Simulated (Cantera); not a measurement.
A perfectly stirred reactor is fed with CH4 : H2O = 1 : 0.42 (molar parts), at 0.110 bar; it is held at 1573 K, and followed from long to short residence time.

Detailed kinetics in Cantera: GRI-Mech 3.0 (53 species, 325 reactions). GRI-Mech 3.0 stops at C3 and has no aromatics, soot or wall deposition, so with more carbon than oxygen in the feed, carbon stays in small species such as C2H2 where larger ones or solid carbon would form.

One state of this run: x CH4 = 0.292; x H2O = 0.218; x C2H6 = 0.000213; x C2H2 = 0.114; x CH2CO = 3.56e-5; x OH = 8.55e-7. x: mole fraction; the columns are a selection and need not sum to one.

**Question.** Which value of τ (s) does it belong to?
A. 0.20
B. 19
C. 0.50
D. 0.033

**Answer.** C, 0.50
